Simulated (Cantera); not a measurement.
Feed: 1 mol Si2Cl6, 0.038 mol Cl2, 220 mol H2, at 775 °C and 0.0133 bar.

Method: chemical equilibrium by Gibbs-energy minimisation in Cantera with the NASA 1993 tables (ideal gas, pure condensed phases). Candidate condensed phases: Si; 19 gas species. The feed counts by its element totals alone. The tables' values for SiCl3 are old estimates; treat these amounts as uncertain. Kinetics and transport are ignored.

Q: What is the equilibrium state?

A: 
```
Quantity       Result
----------  ---------
x(H2)           0.979
x(HCl)         0.0177
x(SiCl4)      0.00135
x(SiHCl3)    0.000762
x(SiCl2)     0.000597
x(SiCl3)     0.000209
x(SiH2Cl2)    4.91e-5
n(Si(s))     1.34 mol
gas amount  222.5 mol
```
